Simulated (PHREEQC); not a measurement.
Consider water at 75 °C with 160 mmol/kgw H2SO4, 24 mmol/kgw KNO3 and 82 mmol/kgw H3BO3. Closed to the air; pH follows from the charge balance.

All values are PHREEQC results (ion-association model, phreeqc.dat), not measurements.

Precipitation was switched off in this run.

Estimate the pH.

pH 0.88.

In which forms is S present?

HSO4- 94 %, SO4-2 5.7 % of the S.

Complexes and solids missing from the database can't appear. At this temperature some constants are extrapolated from 25 °C, and those without enthalpy data are left unchanged.
